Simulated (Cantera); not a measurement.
Feed: 1 mol B, 29 mol H2, at 973.15 K and 27.0 mbar.

Equilibrium computed with Cantera from the NASA thermochemical tables; the gas is ideal and each condensed phase is pure. Candidate condensed phases: B; 7 gas species. Equilibrium is a limit: real reactors are often held back by kinetics, nucleation or transport.

Q: What is the equilibrium state?

A: 
- x(H2): 1.00
- n(B(s)): 1.000 mol
- gas amount: 29.00 mol
